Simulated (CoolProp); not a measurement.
Nitrous oxide along the isotherm 226.85 °C: density (kg/m³) from the reference equation and from simpler models built on Tc = 36.4 °C, pc = 7.245 MPa, ω = 0.161; each cubic takes its own stable root.

Values from CoolProp's reference Helmholtz-energy equation of state, Lemmon 2006. It is a short technical equation, of lower accuracy than the large ones.

| p (MPa) | phase | reference |
|---|---|---|
| 1.29 | gas | 13.81 |
| 2.59 | gas | 28.03 |
| 3.88 | gas | 42.44 |
| 5.17 | gas | 57.14 |
| 6.47 | gas | 72.25 |
| 7.76 | supercritical | 87.52 |
| 9.06 | supercritical | 103.2 |
| 10.3 | supercritical | 118.4 |
| 11.6 | supercritical | 134.5 |
| 12.9 | supercritical | 150.9 |
| 14.2 | supercritical | 167.4 |
| 15.5 | supercritical | 184.0 |
| 16.8 | supercritical | 200.8 |
| 18.1 | supercritical | 217.6 |

Q: How far does each simpler model (ideal gas, van der Waals, Soave-Redlich-Kwong) lie from the reference over these 14 states: mean and median of the absolute difference, and the worst?

A: 
- ideal gas: mean 7.1 %, median 7.5 %, worst -11.9 % at 226.85 °C and 18.1 MPa
- van der Waals: mean 4.2 %, median 4.1 %, worst +8.0 % at 226.85 °C and 18.1 MPa
- Soave-Redlich-Kwong: mean 2.1 %, median 1.9 %, worst -4.3 % at 226.85 °C and 18.1 MPa
